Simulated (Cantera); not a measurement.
A Cantera script and what it prints.

```python
import numpy as np
import cantera as ct

gas_names = """
    C CN C2 CCN CNC C2N2 C3 C4 C4N2 C5 N N2 Si SiC SiC2 SiN Si2 Si2C Si2N Si3
""".split()
cond_names = """
    C(gr) Si(cr) Si(L) SiC(b) Si3N4(a)
""".split()


# ... load() reads the species with a 1 bar reference pressure and builds the phases ...
atoms = {
    'Si3N4': {'Si': 3, 'N': 4},
    'C': {'C': 1},
    'N2': {'N': 2},
}
top_T = {'C(gr)': 4500, 'SiC(b)': 3050, 'Si3N4(a)': 2400}  # K; cautious upper limits of use, not melting points


# ... equilibrate(T, P, feed) seeds the gas with the atoms and calls Mixture.equilibrate('TP', solver="vcs", rtol=1e-11, max_steps=5000) ...
results = []
feed = {'Si3N4': 1, 'C': 0.35, 'N2': 0.059}  # mol
T = 2625  # K
P = 1400  # Pa
mix = equilibrate(T, P, feed)
results.append((T, P, feed, dict(zip(mix.species_names, mix.species_moles))))
x = sorted(zip(gas.X, gas.species_names), reverse=True)
print(f"T = {T:g} K  P = {P:g} Pa  gas = {mix.phase_moles(0):.4g} mol")
print("   x: " + "  ".join(f"{s} {v:.3e}" for v, s in x if v > 1e-06))
print("   condensed (mol): " + ("  ".join(f"{mix.phase(i).name} {mix.phase_moles(i):.4g}"
      for i in range(1, mix.n_phases) if mix.phase_moles(i) > 1e-12) or "none"))
```

It prints:

```
T = 2625 K  P = 1400 Pa  gas = 4.76 mol
   x: Si 4.940e-01  N2 4.300e-01  Si2C 4.781e-02  SiC2 1.258e-02  Si2 9.398e-03  SiN 3.226e-03  Si2N 1.579e-03  Si3 9.283e-04  CN 4.054e-04  SiC 1.093e-04  C 1.612e-05  N 4.881e-06  C2N2 4.760e-06  C3 4.161e-06  C2 1.486e-06
   condensed (mol): none
```

Equilibrium computed with Cantera from the NASA thermochemical tables; the gas is ideal and each condensed phase is pure. The tables' values for SiN are old estimates; treat these amounts as uncertain.
